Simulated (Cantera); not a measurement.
A closed system holds: 1 mol Fe, 1.3 mol CO2, a varied amount of CO, equilibrated at 0.735 Torr.

These are equilibrium values from Cantera (NASA tables, ideal gas, pure condensed phases), not measurements of a reactor. Candidate condensed phases: C, Fe, Fe(CO)5, FeO, Fe2O3, Fe3O4; 15 gas species. Each liquid is taken as pure. Mutual solubility and eutectic melting of coexisting phases are not modelled. The tables' stoichiometric FeO is somewhat more stable than real wüstite, so its field is too wide. FeO: taken at fixed stoichiometry. Kinetics and transport are ignored.

### Question
What condenses at these points (T in K, n(CO) in mol): (1923, 30); (1223, 11); (1523, 7.9); (1223, 59); (1223, 30); (1023, 30)?

### Answer
```json
[
 {"T (K)": "1923", "n(CO) in mol": "30", "condensed phases": "gas only", "Fe condensed (%)": "0.0"},
 {"T (K)": "1223", "n(CO) in mol": "11", "condensed phases": "Fe", "Fe condensed (%)": "100.0"},
 {"T (K)": "1523", "n(CO) in mol": "7.9", "condensed phases": "Fe + FeO", "Fe condensed (%)": "99.8"},
 {"T (K)": "1223", "n(CO) in mol": "59", "condensed phases": "Fe", "Fe condensed (%)": "100.0"},
 {"T (K)": "1223", "n(CO) in mol": "30", "condensed phases": "Fe", "Fe condensed (%)": "100.0"},
 {"T (K)": "1023", "n(CO) in mol": "30", "condensed phases": "Fe", "Fe condensed (%)": "100.0"}
]
```
